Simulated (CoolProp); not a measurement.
Vapour-liquid equilibrium of carbon dioxide (1) + isobutane (2) at 0.687 MPa; x and y are mole fractions of (1).

The numbers come from the multi-fluid Helmholtz-energy mixture model, Span 1996 and Bücker 2006; pair parameters Kunz 2012 in CoolProp.

Problem. Give the bubble temperature and the first vapour's composition at x = 0.15, 0.35, 0.65. Is there an azeotrope?

Solution. x = 0.15: -8.1 °C, y = 0.831; x = 0.35: -33.8 °C, y = 0.951; x = 0.65: -43.5 °C, y = 0.976. No azeotrope shows between x = 0.05 and 0.95.

Pair parameters are fitted to limited data, so mixtures are less certain than the pure fluids. With so large a gap from Raoult's law the liquid may split in two, which this calculation doesn't test in full.
